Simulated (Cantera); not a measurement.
Cantera run:

```python
import numpy as np
import cantera as ct

gas_names = """
    C CH CH2 CH3 CH2OH CH3O CH4 CH3OH CN CO CO2 COOH C2 C2H CHCO,ketyl C2H2,acetylene C2H2,vinylidene
    CH2CO,ketene C2H3,vinyl CH3CN CH3CO,acetyl C2H4 C2H4O,ethylen CH3CHO,ethanal CH3COOH (HCOOH)2 C2H5
    C2H6 CH3OCH3 C2H5OH CCN CNC C2N2 C2O C3 C3H3,propargyl C3H4,allene C3H4,propyne C3H4,cyclo-
    C3H5,allyl C3H6,propylene C3H6,cyclo- C3H6O C3H7,n-propyl C3H7,i-propyl C3H8 C3H8O,1propanol
    C3H8O,2propanol C3O2 C4 C4H2 C4H4,1,3-cyclo- C4H6,butadiene C4H6,2-butyne C4H6,cyclo- C4H8,1-butene
    C4H8,cis2-buten C4H8,tr2-butene C4H8,isobutene C4H8,cyclo- (CH3COOH)2 C4H9,n-butyl C4H9,i-butyl
    C4H9,s-butyl C4H9,t-butyl C4H10,isobutane C4H10,n-butane C4N2 C5 C5H6,1,3cyclo- C5H8,cyclo-
    C5H10,1-pentene C5H10,cyclo- C5H11,pentyl C5H11,t-pentyl C5H12,n-pentane C5H12,i-pentane
    CH3C(CH3)2CH3 C6H2 C6H5,phenyl C6H5O,phenoxy C6H6 C6H5OH,phenol C6H10,cyclo- C6H12,1-hexene
    C6H12,cyclo- C6H13,n-hexyl C7H7,benzyl C7H8 C7H8O,cresol C7H14,1-heptene C7H15,n-heptyl
    C7H16,n-heptane C8H8,styrene C8H10,ethylbenz C8H16,1-octene C8H17,n-octyl C8H18,isooctane
    C8H18,n-octane C9H19,n-nonyl C10H8,naphthale C10H21,n-decyl C12H9,o-bipheny C12H10,bipheny Fe FeC5O5
    FeO Fe(OH)2 H HCN HCO HCCN HNC HNCO HNO HNO2 HNO3 HO2 H2 HCHO,formaldehy HCOOH H2O H2O2 N NCO NH NH2
    NH3 NH2OH NO NO2 NO3 N2 N2H2 N2H4 N2O O OH O2 O3
""".split()
cond_names = """
    C(gr) C6H6(L) C7H8(L) C8H18(L),n-octa Fe(a) Fe(c) Fe(d) Fe(L) FeC5O5(L) FeO(s) FeO(L) Fe(OH)2(s)
    Fe(OH)3(s) Fe2O3(s) Fe3O4(s) H2O(s) H2O(L)
""".split()


def load(file, names, dense=False):
    # The tables refer to 1 bar. Condensed volumes are neglected.
    table = {s.name: s for s in ct.Species.list_from_file(file)}
    out = []
    for n in names:
        d = dict(table[n].input_data)
        d["thermo"] = dict(d["thermo"], **{"reference-pressure": 1e5})
        if dense:
            d["equation-of-state"] = {"model": "constant-volume", "density": "1e6 g/cm^3"}
        out.append(ct.Species.from_dict(d))
    return out


gas = ct.Solution(thermo="ideal-gas", species=load("nasa_gas.yaml", gas_names))
cond = {s.name: ct.Solution(thermo="fixed-stoichiometry", species=[s], name=s.name)
        for s in load("nasa_condensed.yaml", cond_names, dense=True)}
atoms = {
    'Fe(CO)5': {'Fe': 1, 'C': 5, 'O': 5},
    'H2': {'H': 2},
    'N2': {'N': 2},
}
top_T = {'C(gr)': 4500, 'Fe2O3(s)': 1830, 'Fe3O4(s)': 1870}  # K; cautious upper limits of use, not melting points


def equilibrate(T, P, feed):
    n = {}
    for name, mol in feed.items():
        for a, k in atoms[name].items():
            n[a] = n.get(a, 0.0) + k * mol
    gas.TPX = T, P, n
    mass = sum(n.values()) * gas.mean_molecular_weight
    gas.equilibrate("TP")
    valid = [c for c in cond.values() if c.min_temp <= T <= top_T.get(c.name, c.max_temp)]
    mix = ct.Mixture([(gas, mass / gas.mean_molecular_weight)] + [(c, 0.0) for c in valid])
    mix.T, mix.P = T, P
    mix.equilibrate("TP", solver="vcs", rtol=1e-11, max_steps=5000)
    return mix


results = []
feed = {'Fe(CO)5': 1, 'H2': 1.1, 'N2': 0.11}  # mol
P = 530  # Pa
for T in [923, 1023, 1123, 1223, 1323, 1423, 1523, 1623]:
    mix = equilibrate(T, P, feed)
    results.append((T, P, feed, dict(zip(mix.species_names, mix.species_moles))))

top = {s: max(r[3][s] / sum(r[3][g] for g in gas_names) for r in results) for s in gas_names}
cols = sorted((s for s in top if top[s] > 0.001), key=lambda s: -top[s])[:6]
seen = [c for c in cond_names if any(r[3].get(c, 0) > 1e-12 for r in results)]
print("log10 of partial pressures in bar; condensed amounts in mol")
print(f"{'T/K':>10s}" + "".join(f"{s[:9]:>10s}" for s in cols + seen))
for T, P, feed, n in results:
    ng = sum(n[g] for g in gas_names)
    print(f"{T:10.4g}" + "".join(f"{np.log10(max(n[s] / ng * P / 1e5, 1e-99)):10.3f}" for s in cols)
          + "".join(f"{n.get(c, 0):10.4g}" for c in seen))
```

Output:

```
log10 of partial pressures in bar; condensed amounts in mol
       T/K        CO        H2        N2       CO2       H2O     C(gr)     Fe(a)     Fe(c)
       923    -2.377    -3.025    -4.022    -4.255    -5.213   0.07129         1         0
      1023    -2.371    -3.027    -4.027    -5.188    -5.961  0.008794         1         0
      1123    -2.370    -3.027    -4.027    -5.959    -6.578  0.001556         1         0
      1223    -2.370    -3.027    -4.027    -6.601    -7.094 0.0003402         0         1
      1323    -2.370    -3.027    -4.028    -7.143    -7.532     2e-05         0         1
      1423    -2.370    -3.028    -4.028    -7.256    -7.559         0         0         1
      1523    -2.370    -3.028    -4.028    -7.312    -7.541         0         0    0.9997
      1623    -2.370    -3.028    -4.028    -7.359    -7.526         0         0     0.998
```

Equilibrium computed with Cantera from the NASA thermochemical tables; the gas is ideal and each condensed phase is pure. Condensed phases not in the tables: cementite and carbon dissolved in iron.
